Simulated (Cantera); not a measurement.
Input: 1 mol MgO, 0.47 mol H2S, 1.2 mol H2O, at 1 atm.

Equilibrium computed with Cantera from the NASA thermochemical tables; the gas is ideal and each condensed phase is pure. Candidate condensed phases: H2O, H2SO4, Mg, MgO, Mg(OH)2, MgS, MgSO4, S; 26 gas species. Gases not in the tables: S3 to S7. Rates play no part.

Task: At 902 °C, list the 7 most abundant gas species with their mole fractions, and the condensed phases.

Result: H2O 0.695, H2S 0.225, H2 0.0543, S2 0.0231, SO2 0.00250, S2O 0.000162, SH 0.000110. Condensed: MgO(s).
